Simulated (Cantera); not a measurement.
Cantera run:

```python
import numpy as np
import cantera as ct

gas_names = """
    H HO2 H2 H2O H2O2 O OH O2 O3 Si SiH SiH2 SiH3 SiH4 SiO SiO2 Si2 Si3
""".split()
cond_names = """
    H2O(s) H2O(L) Si(cr) Si(L) SiO2(Lqz) SiO2(hqz) SiO2(L)
""".split()


# ... load() reads the species with a 1 bar reference pressure and builds the phases ...
atoms = {
    'SiH4': {'Si': 1, 'H': 4},
    'H2O': {'H': 2, 'O': 1},
    'H2': {'H': 2},
}
top_T = {}  # K; cautious upper limits of use, not melting points


# ... equilibrate(T, P, feed) seeds the gas with the atoms and calls Mixture.equilibrate('TP', solver="vcs", rtol=1e-11, max_steps=5000) ...
results = []
feed = {'SiH4': 1, 'H2O': 2.7, 'H2': 7.2}  # mol
P = 57  # Pa
for T in [625, 675, 725, 775, 825, 875, 925, 975, 1025, 1075, 1125, 1175]:
    mix = equilibrate(T, P, feed)
    results.append((T, P, feed, dict(zip(mix.species_names, mix.species_moles))))

top = {s: max(r[3][s] / sum(r[3][g] for g in gas_names) for r in results) for s in gas_names}
cols = sorted((s for s in top if top[s] > 1e-06), key=lambda s: -top[s])[:8]
seen = [c for c in cond_names if any(r[3].get(c, 0) > 1e-12 for r in results)]
print("log10 of partial pressures in bar; condensed amounts in mol")
print(f"{'T/K':>10s}" + "".join(f"{s[:9]:>10s}" for s in cols + seen))
for T, P, feed, n in results:
    ng = sum(n[g] for g in gas_names)
    print(f"{T:10.4g}" + "".join(f"{np.log10(max(n[s] / ng * P / 1e5, 1e-99)):10.3f}" for s in cols)
          + "".join(f"{n.get(c, 0):10.4g}" for c in seen))
```

Output:

```
log10 of partial pressures in bar; condensed amounts in mol
       T/K        H2       H2O         H SiO2(Lqz) SiO2(hqz)
       625    -3.270    -4.475   -17.205         1         0
       675    -3.270    -4.475   -15.842         1         0
       725    -3.270    -4.475   -14.665         1         0
       775    -3.270    -4.475   -13.639         1         0
       825    -3.270    -4.475   -12.736         1         0
       875    -3.270    -4.475   -11.935         0         1
       925    -3.270    -4.475   -11.220         0         1
       975    -3.270    -4.475   -10.577         0         1
      1025    -3.270    -4.475    -9.996         0         1
      1075    -3.270    -4.475    -9.469         0         1
      1125    -3.270    -4.475    -8.988         0         1
      1175    -3.270    -4.475    -8.547         0         1
```

Method: chemical equilibrium by Gibbs-energy minimisation in Cantera with the NASA 1993 tables (ideal gas, pure condensed phases). The tables hold silica as quartz up to 1696 K and as liquid above; real silica turns to tridymite and cristobalite and melts near 1996 K.
